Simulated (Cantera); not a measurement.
A freely propagating, adiabatic, planar premixed flame of 8.02 % CH₄, 18.7 % O₂, 70.1 % N₂, 2.89 % CO₂, 0.257 % H₂O, equivalence ratio 0.86, unburnt at 400 K and 7.80 bar; mixture-averaged transport, grid criteria slope 0.08 and curve 0.16, no radiation.

Detailed kinetics in Cantera: GRI-Mech 3.0 (53 species, 325 reactions). Burning velocities carry a grid error of a few per cent, more on coarse grids.

Q: Predict: laminar burning velocity; thermal thickness; peak x(C₂H); peak x(C₂H₆).

A: 
```json
{
 "laminar_burning_velocity": "16.5 cm/s",
 "thermal_thickness": "0.139 mm",
 "peak x(C₂H)": "6.33e-8",
 "peak x(C₂H₆)": "0.000471"
}
```
